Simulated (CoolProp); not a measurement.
m-xylene along the isotherm 620 K: density (kg/m³) from the reference equation and from simpler models built on Tc = 616.9 K, pc = 3.535 MPa, ω = 0.326; each cubic takes its own stable root.

Model: reference Helmholtz-energy equation of state, Zhou 2012, in CoolProp.

```tsv
p (MPa)	phase	reference
3.93	supercritical	395.6
7.85	supercritical	507.1
11.8	supercritical	544.4
15.7	supercritical	568.9
19.6	supercritical	587.5
23.6	supercritical	603.2
27.5	supercritical	616.1
31.4	supercritical	627.5
35.3	supercritical	637.6
```

Q: How far does each simpler model (ideal gas, Redlich-Kwong, Soave-Redlich-Kwong, Peng-Robinson) lie from the reference over these 9 states: mean and median of the absolute difference, and the worst?

A: 
- ideal gas: mean 35.8 %, median 31.3 %, worst -79.5 % at 620 K and 3.93 MPa
- Redlich-Kwong: mean 12.3 %, median 10.6 %, worst -23.2 % at 620 K and 3.93 MPa
- Soave-Redlich-Kwong: mean 12.5 %, median 10.7 %, worst -24.4 % at 620 K and 3.93 MPa
- Peng-Robinson: mean 3.8 %, median 1.8 %, worst -17.2 % at 620 K and 3.93 MPa
